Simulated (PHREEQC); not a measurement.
Consider water at 70 °C with 0.0015 mol KOH and 0.07 mol K2CO3 per kg of water. Closed to the air; pH follows from the charge balance.

Model: ion-association model, phreeqc.dat, run in PHREEQC.

| quantity | before | after |
|---|---|---|
| pH | 10.61 | 10.36 |
| ionic strength (mol/kgw) | 0.203 | 0.199 |

### Question
Name the change that produced these shifts.
A. 0.0091 mol/kgw HBr added
B. K2CO3 replaced by K2SO4 at the same molality
C. K2CO3 from 0.07 to 0.014 mol/kgw
D. temperature from 70 to 45 °C
E. 0.0013 mol/kgw SrBr2 added

### Answer
A, 0.0091 mol/kgw HBr added

No solid was allowed to form. Constants without temperature data keep their 25 °C values here.
